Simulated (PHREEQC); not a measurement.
1 kg of water holding 1.5 mol NaCl meets 20 L of dry gas (CO2 1 by moles) at fixed total pressure, at 10 °C; fugacities by Peng-Robinson. The gases take part in no redox reaction, some water evaporates into the gas, and hydrates or a liquid gas phase aren't modelled. Precipitation was switched off in this run.

Equilibrium calculation in PHREEQC: Pitzer model, pitzer.dat.

```
P (atm)  dissolved CO2 (all carbonate carbon) (mol/kgw)  φ of CO2    pH
-------  ----------------------------------------------  --------  ----
1                                                0.0417     0.994  3.70
2                                                     …     0.987     …
3                                                     …     0.981  3.47
5                                                     …     0.968     …
7.5                                                   …     0.952  3.28
10                                                0.389     0.936  3.22
15                                                0.558     0.905  3.14
20                                                0.712     0.874  3.09
```

### Question
What belongs in the gaps?

### Answer

- 2, dissolved CO2 (all carbonate carbon) (mol/kgw): 0.0830
- 2, pH: 3.55
- 3, dissolved CO2 (all carbonate carbon) (mol/kgw): 0.124
- 5, dissolved CO2 (all carbonate carbon) (mol/kgw): 0.203
- 5, pH: 3.36
- 7.5, dissolved CO2 (all carbonate carbon) (mol/kgw): 0.298

In brines, pH and single-ion activities rest on the MacInnes convention. Away from 25 °C the constants follow the database's enthalpies or fits; those with neither stay at their 25 °C values.
